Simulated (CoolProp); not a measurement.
Computed with CoolProp (reference Helmholtz-energy equation of state, Lemmon 2003). It is a pseudo-pure fit of the blend.

Problem. For R404A, give the phase and the cp (kJ/(kg K)), speed of sound (m/s), conductivity (mW/(m K)) at 329.8 K and 0.0134 MPa.

Solution. 
- 329.8 K and 0.0134 MPa: gas; cp 0.921, speed of sound 176, conductivity 15.7

Thermal conductivity comes from a separate model (Geller 2001).
